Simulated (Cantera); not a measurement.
Feed: 1 mol KOH, 7.2 mol H2O, 0.017 mol CO2, equilibrated at 0.100 bar.

Equilibrium computed with Cantera from the NASA thermochemical tables; the gas is ideal and each condensed phase is pure. Candidate condensed phases: C, C6H6, C7H8, C8H18, H2O, K, KOH, KO2, K2CO3, K2O, K2O2; 116 gas species. The numbers say what is thermodynamically allowed, not how fast it happens. All values below are at 1850 K.

Base state: H2O 0.868, KOH 0.107, K 0.0129, O2 0.00451, H2 0.00346, CO2 0.00201, OH 0.00186, H 0.000100 (mole fractions); condensed: gas only.

### Question
What changes in the equilibrium state with this change: KOH replaced by K2CO3?

### Answer
| species | before | after |
|---|---|---|
| H2O | 0.868 | 0.668 |
| KOH | 0.107 | 0.189 |
| CO2 | 0.00201 | 0.107 |
| K | 0.0129 | 0.0232 |
| CO | 3.23e-5 | 0.00137 |
| KO | 4.68e-5 | 0.000105 |
| H2 | 0.00346 | 0.00213 |
